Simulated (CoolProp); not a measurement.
Vapour-liquid equilibrium of acetone (1) + n-decane (2) at 360.5 K; x and y are mole fractions of (1).

Values from CoolProp's multi-fluid Helmholtz-energy mixture model, Lemmon 2006 and Lemmon 2006; pair parameters Bell 2016.

| x | bubble pressure (MPa) | y at the bubble point | dew pressure at overall composition x (MPa) | liquid density (mol/L) |
|---|---|---|---|---|
| 0.05 | 0.03088 | 0.822 | 0.005952 | 4.926 |
| 0.125 | 0.06879 | 0.923 | 0.006461 | 5.191 |
| 0.2 | 0.1032 | 0.951 | 0.007064 | 5.479 |
| 0.275 | 0.1320 | 0.964 | 0.007791 | 5.795 |
| 0.35 | 0.1544 | 0.970 | 0.008683 | 6.145 |
| 0.425 | 0.1713 | 0.975 | 0.009806 | 6.533 |
| 0.5 | 0.1840 | 0.977 | 0.01126 | 6.968 |
| 0.575 | 0.1943 | 0.980 | 0.01322 | 7.459 |
| 0.65 | 0.2035 | 0.982 | 0.01600 | 8.020 |
| 0.725 | 0.2129 | 0.984 | 0.02027 | 8.667 |
| 0.8 | 0.2238 | 0.987 | 0.02764 | 9.422 |
| 0.875 | 0.2369 | 0.991 | 0.04343 | 10.32 |
| 0.95 | 0.2530 | 0.996 | 0.1008 | 11.39 |

No azeotrope shows between x = 0.05 and 0.95.

The pair parameters rest on a limited set of measurements; away from them the model extrapolates. With so large a gap from Raoult's law the liquid may split in two, which this calculation doesn't test in full.
